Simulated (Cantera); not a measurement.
A perfectly stirred reactor is fed with 16.4 % NH₃, 83.6 % H₂, at 100.0 Torr; it is held at 2298 K, and followed from long to short residence time.

Detailed kinetics in Cantera: the gas-phase N/H chemistry of the illustrative SiF4/NH3 mechanism in the Surface Chemkin manual (1991). Walls and surfaces, which speed up NH3 decomposition in real reactors, are not modelled.

x: mole fraction; the columns are a selection and need not sum to one.

```
τ (s)      x NH₃   x H₂     x NH      x N    x N₂      x H
------  --------  -----  -------  -------  ------  -------
4.6     0.000175  0.906  8.58e-6      [?]  0.0695   0.0241
1.6     0.000349  0.908  1.44e-5      [?]  0.0695   0.0222
0.54     0.00107  0.913  2.38e-5      [?]  0.0693   0.0164
0.19     0.00749  0.918  3.22e-5      [?]  0.0668  0.00727
0.064     0.0308  0.908  4.11e-5      [?]  0.0568  0.00403
0.022     0.0711  0.886  5.06e-5  7.46e-6  0.0394  0.00289
0.0075     0.115  0.861  5.67e-5  6.91e-6  0.0203  0.00235
```

Question: Some entries are withheld; supply them.

Answer: 
- 4.6, x N: 1.06e-5
- 1.6, x N: 1.64e-5
- 0.54, x N: 1.98e-5
- 0.19, x N: 1.18e-5
- 0.064, x N: 8.34e-6
